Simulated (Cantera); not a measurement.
An adiabatic, constant-pressure homogeneous reactor starts with H2 : O2 : N2 = 1 : 0.806 : 3.03 (molar parts), equivalence ratio 0.62, at 1248 K and 0.220 bar. Integrator tolerance rtol = 1e-08.

Detailed kinetics in Cantera: the H2/O2 subset of GRI-Mech 3.0, which has no nitrogen chemistry.

Q: What does this change do: pressure from 0.220 bar to 0.940 bar?

A: 
```json
[
 {"quantity": "time of steepest temperature rise", "before": "0.160 ms", "after": "38.5 µs"},
 {"quantity": "temperature at 3.00 s", "before": "2478 K", "after": "2543 K"},
 {"quantity": "equilibrium temperature", "before": "2478 K", "after": "2543 K"},
 {"quantity": "x(H2) at 3.00 s", "before": "0.00911 (gas-phase equilibrium 0.00911)", "after": "0.00620 (gas-phase equilibrium 0.00620)"},
 {"quantity": "x(O2) at 3.00 s", "before": "0.0662 (gas-phase equilibrium 0.0662)", "after": "0.0665 (gas-phase equilibrium 0.0665)"},
 {"quantity": "x(O) at 3.00 s", "before": "0.00716 (gas-phase equilibrium 0.00716)", "after": "0.00477 (gas-phase equilibrium 0.00477)"},
 {"quantity": "x(HO2) at 3.00 s", "before": "5.56e-6 (gas-phase equilibrium 5.56e-6)", "after": "9.63e-6 (gas-phase equilibrium 9.63e-6)"},
 {"quantity": "x(H) at 3.00 s", "before": "0.00467 (gas-phase equilibrium 0.00467)", "after": "0.00248 (gas-phase equilibrium 0.00248)"},
 {"quantity": "x(H2O) at 3.00 s", "before": "0.205 (gas-phase equilibrium 0.205)", "after": "0.211 (gas-phase equilibrium 0.211)"}
]
```

Q: What does this change do: initial temperature 1248 to 1650 K?

A: 
```csv
quantity,before,after
time of steepest temperature rise,0.160 ms,37.5 µs
temperature at 3.00 s,2478 K,2635 K
equilibrium temperature,2478 K,2635 K
x(H2) at 3.00 s,0.00911 (gas-phase equilibrium 0.00911),0.0172 (gas-phase equilibrium 0.0172)
x(O2) at 3.00 s,0.0662 (gas-phase equilibrium 0.0662),0.0645 (gas-phase equilibrium 0.0645)
x(O) at 3.00 s,0.00716 (gas-phase equilibrium 0.00716),0.0149 (gas-phase equilibrium 0.0149)
x(HO2) at 3.00 s,5.56e-6 (gas-phase equilibrium 5.56e-6),7.64e-6 (gas-phase equilibrium 7.64e-6)
x(H) at 3.00 s,0.00467 (gas-phase equilibrium 0.00467),0.0124 (gas-phase equilibrium 0.0124)
x(H2O) at 3.00 s,0.205 (gas-phase equilibrium 0.205),0.184 (gas-phase equilibrium 0.184)
```
